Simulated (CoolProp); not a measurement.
Vapour pressure (bar) of carbonyl sulfide: the reference equation beside estimates from Tc = 378.8 K, pc = 63.69 bar, ω = 0.098.

The numbers come from the reference Helmholtz-energy equation of state, Lemmon 2006 in CoolProp. It is a short technical equation, of lower accuracy than the large ones.

```csv
T (K),reference,Soave-Redlich-Kwong,Peng-Robinson
213.4,0.6353,0.6253,0.6494
222.1,0.9722,0.9593,0.9871
230.8,1.435,1.420,1.450
239.6,2.062,2.045,2.074
248.3,2.869,2.853,2.878
257,3.896,3.884,3.900
265.7,5.177,5.175,5.176
274.5,6.768,6.783,6.763
283.2,8.670,8.710,8.663
291.9,10.94,11.01,10.93
300.6,13.61,13.73,13.62
309.4,16.77,16.95,16.79
318.1,20.37,20.63,20.43
326.8,24.51,24.85,24.61
335.5,29.23,29.66,29.39
```

Absolute difference from the reference over all 15 rows, mean and median: Soave-Redlich-Kwong 0.9 and 0.9 %, Peng-Robinson 0.5 and 0.3 %.
